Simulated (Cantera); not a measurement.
## Premixed flame

A freely propagating, adiabatic, planar premixed flame of 2.85 % C₃H₈, 19.5 % O₂, 73.6 % N₂, 3.99 % H₂O, equivalence ratio 0.73, unburnt at 550 K and 1000000 Pa; mixture-averaged transport, grid criteria slope 0.08 and curve 0.16, no radiation.

Detailed kinetics in Cantera: GRI-Mech 3.0 (53 species, 325 reactions). GRI-Mech 3.0 was tuned for natural gas; its chemistry of propane as a main component is partial and can be far from experiment. Burning velocities carry a grid error of a few per cent, more on coarse grids.

```json
[
 {"z (mm)": "-0.214", "T (K)": "551", "u (m/s)": "0.364", "x C₃H₈": "0.0285", "x O₂": "0.195", "x H₂O": "0.0401", "x C₂H₆": "5.81e-8", "x HO₂": "1.41e-7", "x CH₂": "<1e-8"},
 {"z (mm)": "-0.143", "T (K)": "555", "u (m/s)": "0.367", "x C₃H₈": "0.0285", "x O₂": "0.195", "x H₂O": "0.0409", "x C₂H₆": "6.81e-7", "x HO₂": "1.12e-6", "x CH₂": "<1e-8"},
 {"z (mm)": "-0.107", "T (K)": "573", "u (m/s)": "0.379", "x C₃H₈": "0.0284", "x O₂": "0.193", "x H₂O": "0.0434", "x C₂H₆": "4.18e-6", "x HO₂": "4.91e-6", "x CH₂": "<1e-8"},
 {"z (mm)": "-0.0715", "T (K)": "656", "u (m/s)": "0.436", "x C₃H₈": "0.0276", "x O₂": "0.185", "x H₂O": "0.0530", "x C₂H₆": "3.19e-5", "x HO₂": "2.69e-5", "x CH₂": "<1e-8"},
 {"z (mm)": "-0.0357", "T (K)": "997", "u (m/s)": "0.675", "x C₃H₈": "0.0201", "x O₂": "0.151", "x H₂O": "0.0840", "x C₂H₆": "0.000232", "x HO₂": "0.000148", "x CH₂": "<1e-8"},
 {"z (mm)": "-0.0179", "T (K)": "1328", "u (m/s)": "0.913", "x C₃H₈": "0.00837", "x O₂": "0.117", "x H₂O": "0.110", "x C₂H₆": "0.000366", "x HO₂": "0.000316", "x CH₂": "3.05e-7"},
 {"z (mm)": "0", "T (K)": "1677", "u (m/s)": "1.16", "x C₃H₈": "0.000282", "x O₂": "0.0809", "x H₂O": "0.134", "x C₂H₆": "4.95e-5", "x HO₂": "0.000276", "x CH₂": "6.68e-6"},
 {"z (mm)": "0.0179", "T (K)": "1854", "u (m/s)": "1.28", "x C₃H₈": "1.45e-7", "x O₂": "0.0634", "x H₂O": "0.143", "x C₂H₆": "1.17e-7", "x HO₂": "6.63e-5", "x CH₂": "2.02e-6"},
 {"z (mm)": "0.0357", "T (K)": "1934", "u (m/s)": "1.33", "x C₃H₈": "<1e-8", "x O₂": "0.0572", "x H₂O": "0.145", "x C₂H₆": "<1e-8", "x HO₂": "3.40e-5", "x CH₂": "1.14e-7"},
 {"z (mm)": "0.0715", "T (K)": "2006", "u (m/s)": "1.37", "x C₃H₈": "<1e-8", "x O₂": "0.0528", "x H₂O": "0.147", "x C₂H₆": "<1e-8", "x HO₂": "1.51e-5", "x CH₂": "<1e-8"},
 {"z (mm)": "0.143", "T (K)": "2048", "u (m/s)": "1.39", "x C₃H₈": "<1e-8", "x O₂": "0.0509", "x H₂O": "0.149", "x C₂H₆": "<1e-8", "x HO₂": "5.78e-6", "x CH₂": "<1e-8"},
 {"z (mm)": "0.286", "T (K)": "2062", "u (m/s)": "1.40", "x C₃H₈": "<1e-8", "x O₂": "0.0504", "x H₂O": "0.150", "x C₂H₆": "<1e-8", "x HO₂": "3.09e-6", "x CH₂": "<1e-8"},
 {"z (mm)": "0.572", "T (K)": "2065", "u (m/s)": "1.40", "x C₃H₈": "<1e-8", "x O₂": "0.0503", "x H₂O": "0.150", "x C₂H₆": "<1e-8", "x HO₂": "2.74e-6", "x CH₂": "<1e-8"}
]
```
x: mole fraction of selected species; z is measured from the peak of heat release.

```
Quantity                     Result
------------------------  ---------
laminar burning velocity  36.3 cm/s
thermal thickness         0.0715 mm
peak x(C₂H₆)               0.000370
peak x(HO₂)                0.000392
peak x(CH₂)                 7.05e-6
grid points                     150
```
